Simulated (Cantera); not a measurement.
An adiabatic, constant-pressure homogeneous reactor starts with CO : H2 : O2 : N2 = 1 : 0.81 : 0.905 : 3.4 (molar parts), equivalence ratio 1.0, at 1125 K and 8.49 atm. Integrator tolerance rtol = 1e-08.

Cantera simulation using GRI-Mech 3.0 (53 species, 325 reactions); the numbers are that mechanism's predictions, not measurements. The hydrogen kinetics of GRI-Mech 3.0 are dated; newer H2 mechanisms differ, most at raised pressure.

Problem. What does this change do: pressure from 8.49 atm to 0.345 atm?

Solution. 
| quantity | before | after |
|---|---|---|
| time of steepest temperature rise | 0.166 ms | 0.229 ms |
| temperature at 0.600 s | 2807 K | 2593 K |
| equilibrium temperature | 2807 K | 2593 K |
| x(CO) at 0.600 s | 0.0508 (gas-phase equilibrium 0.0508) | 0.0674 (gas-phase equilibrium 0.0674) |
| x(H2) at 0.600 s | 0.00732 (gas-phase equilibrium 0.00732) | 0.0113 (gas-phase equilibrium 0.0113) |
| x(O2) at 0.600 s | 0.0200 (gas-phase equilibrium 0.0200) | 0.0291 (gas-phase equilibrium 0.0291) |
| x(H2O) at 0.600 s | 0.135 (gas-phase equilibrium 0.135) | 0.124 (gas-phase equilibrium 0.124) |
| x(NO2) at 0.600 s | 6.19e-6 (gas-phase equilibrium 6.19e-6) | 1.58e-6 (gas-phase equilibrium 1.58e-6) |

Problem. What does this change do: initial temperature 1125 to 1025 K?

Solution. 
```tsv
quantity	before	after
time of steepest temperature rise	0.166 ms	2.19 ms
temperature at 0.600 s	2807 K	2766 K
equilibrium temperature	2807 K	2766 K
x(CO) at 0.600 s	0.0508 (gas-phase equilibrium 0.0508)	0.0464 (gas-phase equilibrium 0.0464)
x(H2) at 0.600 s	0.00732 (gas-phase equilibrium 0.00732)	0.00663 (gas-phase equilibrium 0.00663)
x(O2) at 0.600 s	0.0200 (gas-phase equilibrium 0.0200)	0.0184 (gas-phase equilibrium 0.0184)
x(H2O) at 0.600 s	0.135 (gas-phase equilibrium 0.135)	0.137 (gas-phase equilibrium 0.137)
x(NO2) at 0.600 s	6.19e-6 (gas-phase equilibrium 6.19e-6)	5.57e-6 (gas-phase equilibrium 5.57e-6)
```
